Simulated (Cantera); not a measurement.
Input: 1 mol Nb, 22 mol H2O, equilibrated at 2723 K and 44.0 mbar.

These are equilibrium values from Cantera (NASA tables, ideal gas, pure condensed phases), not measurements of a reactor. Rates play no part.

| species | before | after |
|---|---|---|
| H2O | 0.488 | 0.793 |
| H2 | 0.179 | 0.135 |
| OH | 0.0892 | 0.0348 |
| H | 0.125 | 0.0226 |
| NbO2 | 0.0352 | 0.00252 |
| O | 0.0395 | 0.00370 |
| O2 | 0.0435 | 0.00879 |
| NbO | 5.84e-5 | 1.94e-6 |
| Nb2O5(l), mol | 0 | 0.471 |
Gas species are given as mole fractions.

What was changed between the two runs?
(A) temperature from 2723 K to 1223 K
(B) pressure from 44.0 mbar to 20.0 mbar
(C) temperature from 2723 K to 2073.15 K
(D) pressure from 44.0 mbar to 1 atm

D, pressure from 44.0 mbar to 1 atm. Condensed phases not in the tables: the oxides between NbO2 and Nb2O5
